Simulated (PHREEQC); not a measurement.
Alkaline etch or developer (model solution)

Dissolve 0.0076 mol/kgw CsOH, 0.0062 mol/kgw H3BO3 and 0.00058 mol/kgw K2CO3 at 25 °C. Closed to the air; pH follows from the charge balance.

The numbers come from PHREEQC with the ion-association model, wateq4f.dat.

Each row changes one thing in this solution. This is a speciation only: nothing precipitates in the calculation.

| case | pH | ionic strength (mol/kgw) | H3BO3 (mol/kgw) |
|---|---|---|---|
| as made | 11.14 | 0.00928 | 6.94e-5 |
| H3BO3 from 0.0062 to 0.0124 mol/kgw | 9.46 | 0.00885 | 0.00434 |
| 0.00032 mol/kgw HBr added | 11.05 | 0.00927 | 8.55e-5 |
| diluted 100-fold with water | 9.58 | 8.85e-5 | 1.94e-5 |
| diluted 2-fold with water | 10.88 | 0.00462 | 6.44e-5 |
| K2CO3 left out | 11.13 | 0.00760 | 7.21e-5 |
| 0.012 mol/kgw HCl added | 2.53 | 0.0120 | 0.00620 |
